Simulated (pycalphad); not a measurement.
CALPHAD calculation (pycalphad, COST 507 light-alloy database (1999)), 1 atm. These are 1990s assessments: newer ones move some temperatures and phases. Diffusion is slow at the low end, where real alloys seldom reach equilibrium.

Molar enthalpy of Si-0.3983V (wt.%) in equilibrium (SER reference):

| T (°C) | H (kJ/mol) | phases |
|---|---|---|
| 2327 | 110.79 | LIQUID |
| 2207 | 107.52 | LIQUID |
| 2087 | 104.25 | LIQUID |
| 1967 | 100.98 | LIQUID |
| 1847 | 97.72 | LIQUID |
| 1727 | 94.45 | LIQUID |
| 1607 | 91.18 | LIQUID |
| 1487 | 87.91 | LIQUID |
| 1447 | 86.82 | LIQUID |
| 1367 | 34.42 | DIAMOND_A4 + SI2V |
| 1327 | 33.26 | DIAMOND_A4 + SI2V |
| 1247 | 30.96 | DIAMOND_A4 + SI2V |
| 1127 | 27.57 | DIAMOND_A4 + SI2V |
| 1007 | 24.23 | DIAMOND_A4 + SI2V |
| 887 | 20.95 | DIAMOND_A4 + SI2V |
| 767 | 17.74 | DIAMOND_A4 + SI2V |
| 647 | 14.59 | DIAMOND_A4 + SI2V |
| 527 | 11.51 | DIAMOND_A4 + SI2V |
| 407 | 8.51 | DIAMOND_A4 + SI2V |
| 287 | 5.59 | DIAMOND_A4 + SI2V |

Cooling from 1447 °C to 1367 °C, across the freezing range, releases 52.4 kJ/mol, or 1860 J/g. The slope is 27 J/(mol K) in the liquid and 29 J/(mol K) just below the solidus, where it includes any heat of precipitation. Liquidus 1413 °C, solidus 1402 °C. Changes were sought between steps of 40 K, so a narrower field can be missed.

Database names, with the compositions (at.%) that they take in these runs: SI2V: Si 67 V 33. DIAMOND_A4 is diamond (Si).
